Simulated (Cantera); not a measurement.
What does this Cantera script print?

```python
import numpy as np
import cantera as ct

gas_names = [...]  # 123 gases of nasa_gas.yaml made of C, H, O, Si
cond_names = """
    C(gr) C6H6(L) C7H8(L) C8H18(L),n-octa H2O(s) H2O(L) Si(cr) Si(L) SiC(b) SiO2(Lqz) SiO2(hqz) SiO2(L)
""".split()


# ... load() reads the species with a 1 bar reference pressure and builds the phases ...
atoms = {
    'SiC': {'Si': 1, 'C': 1},
    'O2': {'O': 2},
    'H2': {'H': 2},
}
top_T = {'C(gr)': 4500, 'SiC(b)': 3050}  # K; cautious upper limits of use, not melting points


# ... equilibrate(T, P, feed) seeds the gas with the atoms and calls Mixture.equilibrate('TP', solver="vcs", rtol=1e-11, max_steps=5000) ...
results = []
feed = {'SiC': 1, 'O2': 0.69, 'H2': 55}  # mol
T = 998.15  # K
for P in [0.1, 1, 10, 100, 1000, 10000, 100000, 1000000]:
    mix = equilibrate(T, P, feed)
    results.append((T, P, feed, dict(zip(mix.species_names, mix.species_moles))))

top = {s: max(r[3][s] / sum(r[3][g] for g in gas_names) for r in results) for s in gas_names}
cols = sorted((s for s in top if top[s] > 1e-05), key=lambda s: -top[s])[:7]
seen = [c for c in cond_names if any(r[3].get(c, 0) > 1e-12 for r in results)]
print("log10 of partial pressures in bar; condensed amounts in mol")
print(f"{'P/Pa':>10s}" + "".join(f"{s[:9]:>10s}" for s in cols + seen))
for T, P, feed, n in results:
    ng = sum(n[g] for g in gas_names)
    print(f"{P:10.4g}" + "".join(f"{np.log10(max(n[s] / ng * P / 1e5, 1e-99)):10.3f}" for s in cols)
          + "".join(f"{n.get(c, 0):10.4g}" for c in seen))
```

It prints:

```
log10 of partial pressures in bar; condensed amounts in mol
      P/Pa        H2       CH4        CO       SiO     C(gr)    SiC(b) SiO2(hqz)
       0.1    -6.004   -13.784    -8.081   -10.643         0    0.5396    0.4592
         1    -5.004   -11.117    -7.081   -10.976         0      0.54      0.46
        10    -4.001    -9.012    -6.933   -11.025    0.5931    0.3421    0.6579
       100    -3.000    -7.012    -6.933   -11.025     0.675    0.3132    0.6868
      1000    -2.000    -5.012    -6.933   -11.025    0.6356    0.3103    0.6897
     1e+04    -1.004    -3.020    -6.933   -11.025    0.1694      0.31      0.69
     1e+05    -0.006    -1.896    -8.243   -10.588         0      0.31      0.69
     1e+06     0.994    -0.896    -9.743   -10.088         0      0.31      0.69
```

These are equilibrium values from Cantera (NASA tables, ideal gas, pure condensed phases), not measurements of a reactor.
